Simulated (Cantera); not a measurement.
## Thermodynamics of fluorocarbon and chlorocarbon gases, feed CH₂F₂ + F₂

A closed system holds: 1 mol CH₂F₂, 0.057 mol F₂.

Cantera equilibrium calculation (NASA polynomials, part measured and part estimated; ideal gas, pure solids and liquids). Candidate condensed phases: C, C₆H₆, C₇H₈, C₈H₁₈; 95 gas species. Equilibrium is a limit: real reactors are often held back by kinetics, nucleation or transport.

Stable condensed phases:

```
T in K \ P in Pa
              1    4.2     18     75    320   1300   5600  24000 100000
   3025       A      A      A      A      A      B      B      B      B
   2925       A      A      A      A      B      B      B      B      B
   2825       A      A      A      B      B      B      B      B      B
   2725       A      A      B      B      B      B      B      B      B
   2625       A      B      B      B      B      B      B      B      B
   2525       B      B      B      B      B      B      B      B      B
   2425       B      B      B      B      B      B      B      B      B
   2325       B      B      B      B      B      B      B      B      B
   2225       B      B      B      B      B      B      B      B      B
   2125       B      B      B      B      B      B      B      B      B
   2025       B      B      B      B      B      B      B      B      B
   1925       B      B      B      B      B      B      B      B      B
   1825       B      B      B      B      B      B      B      B      B
   1725       B      B      B      B      B      B      B      B      B
```

A: gas only; B: C.
